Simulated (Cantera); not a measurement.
Equilibrium for chlorosilane synthesis and conversion: SiCl₄ + H₂

Feed: 1 mol SiCl₄, 0.63 mol H₂, held at 798.15 K and 1.00 bar.

Method: chemical equilibrium by Gibbs-energy minimisation in Cantera with the NASA 1993 tables (ideal gas, pure condensed phases). Candidate condensed phases: Si; 19 gas species. The tables' values for SiCl₃ are old estimates; treat these amounts as uncertain. Equilibrium is a limit: real reactors are often held back by kinetics, nucleation or transport.

- x(SiCl₄): 0.599
- x(H₂): 0.372
- x(HCl): 0.0141
- x(SiHCl₃): 0.0140
- x(SiH₂Cl₂): 2.63e-5
- x(SiCl₃): 1.53e-5
- gas amount: 1.630 mol
- log10 activity of Si(s) (absent): -4.09
